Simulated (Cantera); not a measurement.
Feed: 1 mol B2O3, 0.6 mol O2, held at 0.00170 bar.

Equilibrium computed with Cantera from the NASA thermochemical tables; the gas is ideal and each condensed phase is pure. Candidate condensed phases: B, B2O3; 10 gas species. Equilibrium is a limit: real reactors are often held back by kinetics, nucleation or transport.

x: gas mole fraction; n: condensed amount in mol.

| T (°C) | x O2 | x B2O3 | x BO2 | x O | x BO | n B2O3(l) |
|---|---|---|---|---|---|---|
| 627 | 1.00 | 9.42e-12 | 2.55e-11 | (withheld) | <1e-12 | 1.00 |
| 677 | 1.00 | 1.58e-10 | 2.70e-10 | (withheld) | <1e-12 | 1.00 |
| 727 | 1.00 | 1.97e-9 | 2.25e-9 | (withheld) | <1e-12 | 1.00 |
| 777 | 1.00 | 1.92e-8 | 1.52e-8 | (withheld) | <1e-12 | 1.00 |
| 827 | 1.00 | 1.50e-7 | 8.62e-8 | (withheld) | <1e-12 | 1.00 |
| 877 | 1.000 | 9.79e-7 | 4.18e-7 | (withheld) | <1e-12 | 1.000 |
| 927 | 1.000 | 5.41e-6 | 1.78e-6 | (withheld) | <1e-12 | 1.000 |
| 977 | 1.000 | 2.59e-5 | 6.69e-6 | (withheld) | 1.43e-12 | 1.000 |
| 1027 | 1.000 | 0.000110 | 2.27e-5 | (withheld) | 1.36e-11 | 1.000 |
| 1077 | 1.000 | 0.000414 | 7.02e-5 | (withheld) | 1.09e-10 | 1.000 |
| 1127 | 0.998 | 0.00141 | 0.000200 | (withheld) | 7.55e-10 | 0.999 |
| 1177 | 0.995 | 0.00442 | 0.000528 | (withheld) | 4.55e-9 | 0.997 |
| 1227 | 0.986 | 0.0128 | 0.00130 | (withheld) | 2.43e-8 | 0.992 |

**Question.** Complete the blanks.

**Answer.** 
- 627, x O: 1.31e-10
- 677, x O: 7.71e-10
- 727, x O: 3.81e-9
- 777, x O: 1.62e-8
- 827, x O: 6.05e-8
- 877, x O: 2.02e-7
- 927, x O: 6.08e-7
- 977, x O: 1.68e-6
- 1027, x O: 4.29e-6
- 1077, x O: 1.02e-5
- 1127, x O: 2.29e-5
- 1177, x O: 4.86e-5
- 1227, x O: 9.76e-5
